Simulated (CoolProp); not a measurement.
Vapour-liquid equilibrium of ethylene (1) + propane (2) at 216.5 K; x and y are mole fractions of (1).

The numbers come from the multi-fluid Helmholtz-energy mixture model, Smukala 2000 and Lemmon 2009; pair parameters Bell 2016 in CoolProp.

### Question
Give the bubble pressure and the first vapour's composition at x = 0.425, 0.875, 0.95. Is there an azeotrope?

### Answer
x = 0.425: 400.7 kPa, y = 0.914; x = 0.875: 742.0 kPa, y = 0.986; x = 0.95: 804.5 kPa, y = 0.994. No azeotrope shows between x = 0.05 and 0.95.

The pair parameters rest on a limited set of measurements; away from them the model extrapolates. The gap from Raoult's law changes sign with composition, which may be real or a fault of the pair parameters; it wasn't checked against measurements.
